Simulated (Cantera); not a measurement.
A closed system holds: 1 mol K₂SO₄, 1.5 mol CO₂, held at 6600 Pa.

Equilibrium computed with Cantera from the NASA thermochemical tables; the gas is ideal and each condensed phase is pure. Candidate condensed phases: C, K, KO₂, K₂CO₃, K₂O, K₂O₂, K₂S, K₂SO₄, S; 26 gas species. Equilibrium is a limit: real reactors are often held back by kinetics, nucleation or transport. All values below are at 1998 K.

Base state: CO₂ 0.312, K 0.311, SO₂ 0.158, O₂ 0.157, K₂SO₄ 0.0523, KO 0.00495, CO 0.00398, O 0.00102 (mole fractions); condensed: gas only.

**Question.** What changes in the equilibrium state with this change: CO₂ from 1.5 to 0.06 mol?

**Answer.** 
```
species   before     after
-------  -------  --------
K          0.311     0.407
SO₂        0.158     0.207
O₂         0.157     0.203
CO₂        0.312    0.0213
K₂SO₄     0.0523     0.152
CO       0.00398  0.000240
K₂       1.92e-5   3.29e-5
SO₃      9.07e-5  0.000135
KO       0.00495   0.00737
```
